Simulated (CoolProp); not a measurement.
A simple Rankine cycle with n-perfluoropentane: condensing at 289.15 K, boiler at 1.38 MPa, turbine inlet 440.6 K, turbine efficiency 0.9, pump efficiency 0.6, no recuperator. Each further row changes one setting.

The numbers come from the reference Helmholtz-energy equation of state, Gao 2022 in CoolProp.

```
case                             thermal efficiency (%)  net work (kJ/kg)  heat in (kJ/kg)  turbine exit temperature (K)  volume ratio over the turbine
-------------------------------  ----------------------  ----------------  ---------------  ----------------------------  -----------------------------
as stated                                          13.6              29.8              219                         397.3                           26.3
turbine inlet 460.6 K                              13.2                 …                …                         417.8                              …
condensing temperature 281.15 K                    14.6                 …                …                         393.5                              …
boiler pressure 0.966 MPa                          12.4              27.6              224                         404.3                              …
turbine efficiency 0.8                             12.0              26.4              219                         401.0                           26.5
```

Problem. Complete the blanks.

Solution. 
- turbine inlet 460.6 K, net work (kJ/kg): 31.9
- turbine inlet 460.6 K, heat in (kJ/kg): 241
- turbine inlet 460.6 K, volume ratio over the turbine: 25.0
- condensing temperature 281.15 K, net work (kJ/kg): 33.2
- condensing temperature 281.15 K, heat in (kJ/kg): 227
- condensing temperature 281.15 K, volume ratio over the turbine: 36.6
- boiler pressure 0.966 MPa, volume ratio over the turbine: 17.0
